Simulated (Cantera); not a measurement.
Feed: 1 mol TEOS, 0.34 mol CO2, 71 mol N2, equilibrated at 1873.15 K and 98.0 Pa.

Equilibrium computed with Cantera from the NASA thermochemical tables; the gas is ideal and each condensed phase is pure. Candidate condensed phases: C, C6H6, C7H8, C8H18, H2O, Si, SiC, SiO2, Si2N2O, Si3N4; 151 gas species. The feed counts by its element totals alone. Kinetics and transport are ignored.

Question: What is the equilibrium state?

Answer: 
- x(N2): 0.824
- x(H2): 0.111
- x(CO): 0.0540
- x(H): 0.00689
- x(HCN): 0.00262
- x(SiO): 0.000368
- x(Si): 0.000300
- x(HNC): 0.000116
- x(C2H2 (acetylene)): 3.48e-5
- n(C(graphite)): 2.51 mol
- n(SiC(s)): 0.941 mol
- gas amount: 86.00 mol
- log10 activity of Si(l) (absent): -1.48
